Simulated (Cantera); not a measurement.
**CS2 + H2 + N2 (abatement and gas-phase synthesis)**

Feed: 1 mol CS2, 0.52 mol H2, 3.3 mol N2, equilibrated at 550000 Pa.

Method: chemical equilibrium by Gibbs-energy minimisation in Cantera with the NASA 1993 tables (ideal gas, pure condensed phases). Candidate condensed phases: C, C6H6, C7H8, C8H18, S; 120 gas species. Ions and electrons are included (thermal ionisation). Rates play no part.

```tsv
T (°C)	log p N2	log p S	log p CS	log p H	log p H2	log p S2	log p CS2	log p CN	log p C	log p SH
2727	0.53	-0.85	-0.12	-1.01	-0.41	-0.51	-0.67	-2.90	-4.97	-0.97
2977	0.52	-0.58	-0.08	-0.73	-0.48	-0.56	-0.94	-2.54	-4.23	-0.93
3227	0.50	-0.38	-0.06	-0.51	-0.57	-0.66	-1.23	-2.21	-3.57	-0.95
3477	0.49	-0.25	-0.07	-0.35	-0.70	-0.83	-1.52	-1.90	-2.98	-1.02
3727	0.48	-0.15	-0.08	-0.24	-0.88	-1.03	-1.82	-1.62	-2.44	-1.15
3977	0.46	-0.09	-0.10	-0.16	-1.09	-1.24	-2.11	-1.35	-1.96	-1.31
4227	0.45	-0.04	-0.14	-0.12	-1.32	-1.45	-2.39	-1.13	-1.54	-1.48
4477	0.44	0.00	-0.19	-0.10	-1.56	-1.63	-2.66	-0.95	-1.19	-1.65
4727	0.42	0.04	-0.28	-0.09	-1.80	-1.79	-2.94	-0.83	-0.91	-1.81
```
log p: log10 of the partial pressure in bar; nothing condenses.

From 2727 °C to 4727 °C nothing is condensed. The main C-bearing gas is CS throughout.
